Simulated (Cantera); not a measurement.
What does this Cantera script print?

```python
import numpy as np
import cantera as ct

gas_names = """
    B BH BH2 BH3 BO BO2 B2 B2O B2O2 B2O3 B3O3H3 H HBO HBO2 HO2 H2 H2O H2O2 H3B3O6 O OH O2 O3
""".split()
cond_names = """
    B(b) B(L) B2O3(L) B3O3H3(cr) H2O(s) H2O(L)
""".split()


# ... load() reads the species with a 1 bar reference pressure and builds the phases ...
atoms = {
    'B2O3': {'B': 2, 'O': 3},
    'H2O': {'H': 2, 'O': 1},
    'H2': {'H': 2},
}
top_T = {}  # K; cautious upper limits of use, not melting points


# ... equilibrate(T, P, feed) seeds the gas with the atoms and calls Mixture.equilibrate('TP', solver="vcs", rtol=1e-11, max_steps=5000) ...
results = []
feed = {'B2O3': 1, 'H2O': 4.9, 'H2': 48}  # mol
P = 5900  # Pa
for T in [1375, 1450, 1525, 1600, 1675, 1750, 1825, 1900, 1975, 2050, 2125, 2200]:
    mix = equilibrate(T, P, feed)
    results.append((T, P, feed, dict(zip(mix.species_names, mix.species_moles))))

top = {s: max(r[3][s] / sum(r[3][g] for g in gas_names) for r in results) for s in gas_names}
cols = sorted((s for s in top if top[s] > 1e-05), key=lambda s: -top[s])[:5]
seen = [c for c in cond_names if any(r[3].get(c, 0) > 1e-12 for r in results)]
print("log10 of partial pressures in bar; condensed amounts in mol")
print(f"{'T/K':>10s}" + "".join(f"{s[:9]:>10s}" for s in cols + seen))
for T, P, feed, n in results:
    ng = sum(n[g] for g in gas_names)
    print(f"{T:10.4g}" + "".join(f"{np.log10(max(n[s] / ng * P / 1e5, 1e-99)):10.3f}" for s in cols)
          + "".join(f"{n.get(c, 0):10.4g}" for c in seen))
```

Result:

```
log10 of partial pressures in bar; condensed amounts in mol
       T/K        H2       H2O      HBO2         H       HBO   B2O3(L)
      1375    -1.273    -2.286    -3.286    -6.102    -5.904    0.7618
      1450    -1.275    -2.312    -2.971    -5.662    -5.337    0.5044
      1525    -1.279    -2.359    -2.700    -5.266    -4.817   0.04843
      1600    -1.280    -2.362    -2.684    -4.905    -4.612         0
      1675    -1.280    -2.361    -2.690    -4.575    -4.450         0
      1750    -1.280    -2.359    -2.696    -4.274    -4.304         0
      1825    -1.281    -2.356    -2.703    -3.997    -4.173         0
      1900    -1.282    -2.354    -2.712    -3.741    -4.054         0
      1975    -1.283    -2.351    -2.722    -3.505    -3.948         0
      2050    -1.285    -2.348    -2.734    -3.287    -3.853         0
      2125    -1.288    -2.344    -2.749    -3.084    -3.770         0
      2200    -1.292    -2.341    -2.766    -2.895    -3.698         0
```

Cantera equilibrium calculation (NASA polynomials, part measured and part estimated; ideal gas, pure solids and liquids). Gases not in the tables: H3BO3.
